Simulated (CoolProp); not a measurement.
Vapour pressure (MPa) of R22: the reference equation beside estimates from Tc = 369.3 K, pc = 4.990 MPa, ω = 0.221.

The numbers come from the reference Helmholtz-energy equation of state, Kamei 1995 in CoolProp.

| T (K) | reference | van der Waals | Redlich-Kwong | Soave-Redlich-Kwong |
|---|---|---|---|---|
| 202.8 | 0.02001 | 0.2549 | … | 0.01966 |
| 211.3 | … | 0.3277 | 0.06094 | 0.03319 |
| 219.8 | … | 0.4137 | 0.09385 | 0.05347 |
| 228.2 | … | 0.5127 | … | 0.08230 |
| 236.7 | 0.1238 | 0.6281 | 0.1979 | 0.1229 |
| 245.2 | 0.1786 | 0.7597 | 0.2748 | 0.1778 |
| 253.7 | … | 0.9083 | 0.3717 | 0.2501 |
| 262.2 | 0.3430 | 1.075 | 0.4913 | … |
| 270.7 | … | 1.260 | 0.6363 | 0.4608 |
| 279.2 | 0.6035 | 1.465 | 0.8093 | 0.6066 |
| 287.7 | 0.7791 | 1.690 | 1.013 | 0.7846 |
| 296.2 | 0.9901 | 1.936 | 1.250 | 0.9989 |

Q: Complete the blanks.

A: 
- 202.8, Redlich-Kwong: 0.03780
- 211.3, reference: 0.03370
- 219.8, reference: 0.05415
- 228.2, reference: 0.08312
- 228.2, Redlich-Kwong: 0.1383
- 253.7, reference: 0.2506
- 262.2, Soave-Redlich-Kwong: 0.3432
- 270.7, reference: 0.4595

Absolute difference from the reference over all 12 rows, mean and median: van der Waals 413.8 and 293.9 %, Redlich-Kwong 53.6 and 51.1 %, Soave-Redlich-Kwong 0.8 and 0.7 %.
